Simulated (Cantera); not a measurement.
A closed system holds: 1 mol SiC, 0.57 mol H₂O, 5.6 mol H₂, 1.4 mol CO₂, at 1250 °C and 0.563 Torr.

Method: chemical equilibrium by Gibbs-energy minimisation in Cantera with the NASA 1993 tables (ideal gas, pure condensed phases). Kinetics and transport are ignored.

```json
[
 {"species": "H₂", "before": "0.646", "after": "0.810"},
 {"species": "CO", "before": "0.250", "after": "0.184"},
 {"species": "SiO", "before": "0.103", "after": "0.00476"},
 {"species": "H₂O", "before": "2.45e-6", "after": "0.000749"},
 {"species": "CO₂", "before": "3.52e-7", "after": "6.34e-5"},
 {"species": "H", "before": "0.000678", "after": "0.000759"},
 {"species": "SiC(s), mol", "before": "0.0150", "after": "0"},
 {"species": "SiO₂(β-quartz), mol", "before": "0", "after": "0.964"}
]
```
Gas species are given as mole fractions.

Problem. Which change was made?
A. SiC replaced by Si
B. temperature from 1250 °C to 1502 °C
C. temperature from 1250 °C to 850 °C
D. temperature from 1250 °C to 725 °C

Solution. A, SiC replaced by Si. The tables hold silica as quartz up to 1696 K and as liquid above; real silica turns to tridymite and cristobalite and melts near 1996 K
